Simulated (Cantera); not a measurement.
## Low-pressure radical oxidation in H2/O2

An isothermal, constant-pressure homogeneous reactor starts with H₂ : O₂ = 0.0058 : 4.8 (molar parts), at 1200 K and 0.0267 bar.

Detailed kinetics in Cantera: the H2/O2 subset of GRI-Mech 3.0, which has no nitrogen chemistry. Radical loss at walls, strong at low pressure, is not modelled.

```json
[
 {"t (s)": "5.00e-5", "x H₂": "0.00121", "x O₂": "0.999", "x H": "4.25e-11", "x H₂O₂": "<1e-12", "x OH": "6.84e-11"},
 {"t (s)": "0.000139", "x H₂": "0.00121", "x O₂": "0.999", "x H": "5.01e-11", "x H₂O₂": "<1e-12", "x OH": "2.63e-10"},
 {"t (s)": "0.000387", "x H₂": "0.00121", "x O₂": "0.999", "x H": "6.15e-11", "x H₂O₂": "<1e-12", "x OH": "8.51e-10"},
 {"t (s)": "0.00108", "x H₂": "0.00121", "x O₂": "0.999", "x H": "1.01e-10", "x H₂O₂": "<1e-12", "x OH": "2.85e-9"},
 {"t (s)": "0.00300", "x H₂": "0.00121", "x O₂": "0.999", "x H": "3.17e-10", "x H₂O₂": "1.74e-12", "x OH": "1.34e-8"},
 {"t (s)": "0.00834", "x H₂": "0.00121", "x O₂": "0.999", "x H": "5.22e-9", "x H₂O₂": "1.17e-11", "x OH": "2.52e-7"},
 {"t (s)": "0.0232", "x H₂": "0.000717", "x O₂": "0.998", "x H": "7.24e-6", "x H₂O₂": "1.49e-8", "x OH": "0.000197"},
 {"t (s)": "0.0646", "x H₂": "6.92e-7", "x O₂": "0.998", "x H": "5.84e-6", "x H₂O₂": "3.97e-9", "x OH": "9.40e-5"},
 {"t (s)": "0.180", "x H₂": "4.73e-7", "x O₂": "0.998", "x H": "3.81e-6", "x H₂O₂": "3.67e-9", "x OH": "8.15e-5"},
 {"t (s)": "0.500", "x H₂": "2.54e-7", "x O₂": "0.998", "x H": "1.50e-6", "x H₂O₂": "3.01e-9", "x OH": "5.99e-5"},
 {"t (s)": "1.39", "x H₂": "8.39e-8", "x O₂": "0.999", "x H": "2.86e-7", "x H₂O₂": "1.78e-9", "x OH": "3.46e-5"},
 {"t (s)": "3.87", "x H₂": "1.83e-8", "x O₂": "0.999", "x H": "2.96e-8", "x H₂O₂": "6.15e-10", "x OH": "1.63e-5"},
 {"t (s)": "10.8", "x H₂": "3.37e-9", "x O₂": "0.999", "x H": "2.39e-9", "x H₂O₂": "1.42e-10", "x OH": "7.07e-6"},
 {"t (s)": "30.0", "x H₂": "6.69e-10", "x O₂": "0.999", "x H": "2.15e-10", "x H₂O₂": "3.09e-11", "x OH": "3.17e-6"}
]
```
x: mole fraction; the columns are a selection and need not sum to one.

Equilibrium at this temperature and pressure: H₂ 9.46e-11, O₂ 0.999, H 1.18e-11, H₂O₂ 4.72e-12, OH 1.21e-6 (gas phase only).
